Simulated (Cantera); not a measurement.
Input (Python, Cantera):

```python
import numpy as np
import cantera as ct

gas = ct.Solution("h2o2.yaml")
gas.TPX = 1325, 13332, {'H2': 1.2, 'O2': 1, 'N2': 0.57}
reactor = ct.IdealGasConstPressureReactor(gas, energy="off", clone=False)
net = ct.ReactorNet([reactor])
net.rtol, net.atol = 1e-08, 1e-18
show = ['H2', 'O2', 'HO2', 'H', 'H2O']
times = np.geomspace(3e-06, 2, 12)

steps = ct.SolutionArray(gas, extra=["t"])
rows = []
print(f"{'t/s':>10s}{'T/K':>9s}{'P/Pa':>11s}" + "".join(f"{s:>11s}" for s in show))
for t in times:
    while net.time < t:
        t_next = net.step()
        steps.append(gas.state, t=t_next)
    rows.append([np.interp(t, steps.t, y) for y in (steps.T, steps.P, *steps(*show).X.T)])
    print(f"{t:10.3e}{rows[-1][0]:9.1f}{rows[-1][1]:11.4g}" + "".join(f"{x:11.3e}" for x in rows[-1][2:]))
rate = np.gradient(steps.T, steps.t)
print("integrator steps:", len(steps.t))
if steps.T.max() > steps.T[0] + 200:
    print(f"time of steepest temperature rise: {steps.t[rate.argmax()]:.4e} s")
gas.TPX = 1325, 13332, {'H2': 1.2, 'O2': 1, 'N2': 0.57}
gas.equilibrate("TP")
print(f"equilibrium (TP): T = {gas.T:.1f} K  " + "  ".join(f"{s} {gas[s].X[0]:.3e}" for s in show))
```

It prints:

```
       t/s      T/K       P/Pa         H2         O2        HO2          H        H2O
 3.000e-06   1325.0  1.333e+04  4.332e-01  3.610e-01  3.666e-08  3.835e-08  6.934e-09
 1.015e-05   1325.0  1.333e+04  4.332e-01  3.610e-01  1.253e-07  2.608e-07  1.897e-07
 3.436e-05   1325.0  1.333e+04  4.332e-01  3.610e-01  7.128e-07  2.583e-05  3.112e-05
 1.163e-04   1325.0  1.333e+04  5.457e-02  1.878e-01  3.651e-05  1.732e-01  2.983e-01
 3.935e-04   1325.0  1.333e+04  2.278e-02  1.843e-01  4.782e-05  3.195e-02  4.830e-01
 1.332e-03   1325.0  1.333e+04  1.828e-03  1.836e-01  2.433e-05  5.642e-04  5.479e-01
 4.506e-03   1325.0  1.333e+04  1.233e-04  1.841e-01  3.336e-06  1.032e-05  5.523e-01
 1.525e-02   1325.0  1.333e+04  1.565e-05  1.842e-01  5.303e-07  5.266e-07  5.528e-01
 5.160e-02   1325.0  1.333e+04  3.154e-06  1.843e-01  1.317e-07  5.126e-08  5.529e-01
 1.746e-01   1325.0  1.333e+04  8.974e-07  1.843e-01  6.568e-08  8.044e-09  5.529e-01
 5.910e-01   1325.0  1.333e+04  4.945e-07  1.843e-01  6.085e-08  3.294e-09  5.530e-01
 2.000e+00   1325.0  1.333e+04  4.764e-07  1.843e-01  6.089e-08  3.112e-09  5.530e-01
integrator steps: 1804
equilibrium (TP): T = 1325.0 K  H2 4.764e-07  O2 1.843e-01  HO2 6.089e-08  H 3.112e-09  H2O 5.530e-01
```

Model: the H2/O2 subset of GRI-Mech 3.0, which has no nitrogen chemistry, integrated in Cantera. The temperature is held fixed by assumption; the heat of reaction is taken as removed at once.
